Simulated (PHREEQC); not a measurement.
A PHREEQC speciation (ion-association model, phreeqc.dat) at 90 °C gives pH 4.17 and these molalities:

```tsv
species	mol/kgw
SO4-2	0.0138
Cu+2	0.0137
CuSO4	0.00942
HSO4-	0.000252
Cu2(OH)2+2	0.000166
H+	8.12e-5
```

Problem. What are the element totals, and what could have been dissolved in 1 kg of water to give them?

Solution. This is not unique; one that fits is totals Cu(2) 0.0235, S(6) 0.0235 mol/kgw, from 0.0235 mol/kgw CuSO4.

This is a speciation only: nothing precipitates in the calculation. Away from 25 °C the constants follow the database's enthalpies or fits; those with neither stay at their 25 °C values.
